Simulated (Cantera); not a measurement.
Mixture: CH₄ : O₂ : N₂ = 1 : 1 : 3.76 (molar parts), equivalence ratio 2.0, at 1.00 bar, adiabatic and at constant pressure. Ignition delay is the time to a rise of 400 K.

Detailed kinetics in Cantera: GRI-Mech 3.0 (53 species, 325 reactions).

Q: Predict: delay at 1300 K; delay at 1400 K; delay at 1500 K; delay at 1600 K; delay at 1700 K; delay at 1800 K; delay at 1900 K; apparent activation energy between 1700 and 1900 K.

A: 
```
Item                                                     Value
--------------------------------------------------  ----------
delay at 1300 K                                        17.2 ms
delay at 1400 K                                        4.94 ms
delay at 1500 K                                        1.59 ms
delay at 1600 K                                       0.589 ms
delay at 1700 K                                       0.252 ms
delay at 1800 K                                       0.123 ms
delay at 1900 K                                        67.5 µs
apparent activation energy between 1700 and 1900 K  180 kJ/mol
```
